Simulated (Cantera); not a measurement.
## Thermal oxidation and active oxidation of silicon: Si + H₂O + H₂

Charge: 1 mol Si, 1.1 mol H₂O, 58 mol H₂, at 1975 K and 1.00 mbar.

Method: chemical equilibrium by Gibbs-energy minimisation in Cantera with the NASA 1993 tables (ideal gas, pure condensed phases). Candidate condensed phases: H₂O, Si, SiO₂; 18 gas species. Kinetics and transport are ignored.

```yaml
x(H₂): 0.940
x(H): 0.0420
x(SiO): 0.0163
x(H₂O): 0.00162
x(OH): 6.90e-6
gas_amount: 61.39 mol
log10 activity of Si(l) (absent): -5.16
```
